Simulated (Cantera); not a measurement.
Input: 1 mol CH3F, 0.44 mol CH4, 11 mol H2, at 133 Pa.

These are equilibrium values from Cantera (NASA tables, ideal gas, pure condensed phases), not measurements of a reactor. Candidate condensed phases: C, C6H6, C7H8, C8H18; 95 gas species. Equilibrium is a limit: real reactors are often held back by kinetics, nucleation or transport.

Q: What share of the C ends up in condensed phases as a function of T (°C), at 2325, 2375, 2425, 2475, 2525, 2575, 2625?

A: 
| T (°C) | C condensed (%) | as |
|---|---|---|
| 2325 | 74.5 | C(graphite) |
| 2375 | 63.9 | C(graphite) |
| 2425 | 44.3 | C(graphite) |
| 2475 | 7.7 | C(graphite) |
| 2525 | 0.0 | - |
| 2575 | 0.0 | - |
| 2625 | 0.0 | - |
